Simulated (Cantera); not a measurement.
Charge: 1 mol c-C4F8, 0.023 mol CH4, 1.2 mol H2, held at 2625 K and 0.0593 Torr.

Cantera equilibrium calculation (NASA polynomials, part measured and part estimated; ideal gas, pure solids and liquids). Candidate condensed phases: C, C6H6, C7H8, C8H18; 95 gas species. The feed counts by its element totals alone. Equilibrium is a limit: real reactors are often held back by kinetics, nucleation or transport.

Base state: F 0.628, HF 0.260, C3 0.0400, CF 0.0295, H 0.0269, C 0.0108, C2 0.00377, CF2 0.00154 (mole fractions); condensed: C(graphite).

Problem. What changes in the equilibrium state with this change: temperature from 2625 K to 2773 K?

Solution. 
```json
[
 {"species": "F", "before": "0.628", "after": "0.580"},
 {"species": "HF", "before": "0.260", "after": "0.162"},
 {"species": "C3", "before": "0.0400", "after": "0.0955"},
 {"species": "H", "before": "0.0269", "after": "0.0776"},
 {"species": "C", "before": "0.0108", "after": "0.0430"},
 {"species": "C2", "before": "0.00377", "after": "0.0134"},
 {"species": "CF", "before": "0.0295", "after": "0.0279"},
 {"species": "CF2", "before": "0.00154", "after": "0.000372"},
 {"species": "C2H", "before": "4.43e-5", "after": "0.000137"},
 {"species": "C4", "before": "4.01e-5", "after": "0.000111"},
 {"species": "H2", "before": "3.17e-5", "after": "8.60e-5"},
 {"species": "C(graphite), mol", "before": "2.54", "after": "0"}
]
```

Problem. What changes in the equilibrium state with this change: pressure from 0.0593 Torr to 2.78 Torr?

Solution. 
```
species            before     after
----------------  -------  --------
F                   0.628     0.580
HF                  0.260     0.329
CF2               0.00154    0.0614
C3                 0.0400  0.000854
C                  0.0108  0.000231
H                  0.0269  0.000788
CF                 0.0295    0.0273
CF4                 <1e-9   4.52e-5
CF3               9.22e-8  0.000159
C4                4.01e-5   8.56e-7
C(graphite), mol     2.54      3.33
```
